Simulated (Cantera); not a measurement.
# Thermodynamics of sublimation and decomposition of ceramics, feed SiC + C + N₂

Charge: 1 mol SiC, 0.14 mol C, 2.5 mol N₂, equilibrated at 2525 K and 0.500 bar.

Equilibrium computed with Cantera from the NASA thermochemical tables; the gas is ideal and each condensed phase is pure. Candidate condensed phases: C, Si, SiC, Si₃N₄; 20 gas species. The tables' values for SiN are old estimates; treat these amounts as uncertain. Equilibrium is a limit: real reactors are often held back by kinetics, nucleation or transport.

```
Item                                  Value
--------------------------------  ---------
x(N₂)                                 0.995
x(Si)                               0.00290
x(SiC₂)                            0.000808
x(Si₂C)                            0.000442
x(SiN)                             0.000199
x(CN)                              0.000179
x(C₂N₂)                             8.97e-5
x(Si₂N)                             4.40e-5
x(Si₂)                              2.04e-5
n(C(graphite))                    0.146 mol
n(SiC(s))                         0.988 mol
gas amount                        2.511 mol
log10 activity of Si(l) (absent)      -0.60
```
